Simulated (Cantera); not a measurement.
An isothermal, constant-pressure homogeneous reactor starts with CO : O2 : H2O : N2 = 0.0011 : 0.084 : 0.00048 : 1 (molar parts), equivalence ratio 0.0065, at 1498 K and 760 Torr.

Computed with Cantera and GRI-Mech 3.0 (53 species, 325 reactions).

x: mole fraction; the columns are a selection and need not sum to one.

```csv
t (s),x CO,x O2,x H2O,x NO,x H2O2,x OH
0.000900,0.00101,0.0774,0.000442,1.18e-12,<1e-12,6.05e-8
0.00156,0.00101,0.0774,0.000442,4.37e-12,<1e-12,2.07e-7
0.00271,0.00101,0.0774,0.000442,2.39e-11,4.18e-12,1.03e-6
0.00469,0.000986,0.0774,0.000437,3.24e-10,1.66e-10,9.65e-6
0.00814,…,0.0771,0.000419,1.84e-8,2.57e-9,4.34e-5
0.0141,…,0.0769,0.000417,2.69e-7,3.02e-9,4.76e-5
0.0245,…,0.0769,0.000426,6.97e-7,1.44e-9,3.16e-5
0.0424,…,0.0769,0.000433,9.75e-7,5.55e-10,1.92e-5
0.0736,…,0.0769,0.000436,1.10e-6,2.19e-10,1.19e-5
0.128,…,0.0769,0.000438,1.15e-6,9.38e-11,7.71e-6
0.221,…,0.0769,0.000440,1.17e-6,4.63e-11,5.39e-6
0.384,…,0.0769,0.000440,1.18e-6,2.96e-11,4.30e-6
0.665,…,0.0769,0.000440,1.19e-6,2.56e-11,4.00e-6
1.15,1.74e-8,0.0769,0.000440,1.20e-6,2.52e-11,3.97e-6
2.00,1.73e-8,0.0769,0.000440,1.23e-6,2.52e-11,3.97e-6
```

Q: What belongs in the gaps?

A: 
- 0.00814, x CO: 0.000735
- 0.0141, x CO: 0.000300
- 0.0245, x CO: 8.81e-5
- 0.0424, x CO: 2.38e-5
- 0.0736, x CO: 6.05e-6
- 0.128, x CO: 1.37e-6
- 0.221, x CO: 2.61e-7
- 0.384, x CO: 4.60e-8
- 0.665, x CO: 1.88e-8
